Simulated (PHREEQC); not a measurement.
Copper plating or etch bath: speciation

Make-up at 25 °C: 120 mmol/kgw CuSO4, 51 mmol/kgw HNO3 and 28 mmol/kgw NaCl. Closed to the air; pH follows from the charge balance.

Model: ion-association model, phreeqc.dat, run in PHREEQC.

Each row changes one thing in this solution. This is a speciation only: nothing precipitates in the calculation.

```csv
case,pH,ionic strength (mol/kgw),Cu+2 (mol/kgw),SO4-2 (mol/kgw),CuSO4 (mol/kgw),HSO4- (mol/kgw)
as made,1.74,0.318,0.0735,0.0460,0.0450,0.0275
NaCl left out,1.74,0.287,0.0728,0.0451,0.0471,0.0278
NaCl from 0.028 to 0.056 mol/kgw,1.73,0.349,0.0741,0.0468,0.0430,0.0272
diluted 5-fold with water,2.25,0.0741,0.0164,0.0128,0.00751,0.00356
HNO3 left out,4.50,0.275,0.0621,0.0614,0.0565,6.74e-5
temperature from 25 to 35 °C,1.78,0.314,0.0731,0.0442,0.0446,0.0297
```

Species that the database lacks are ignored.
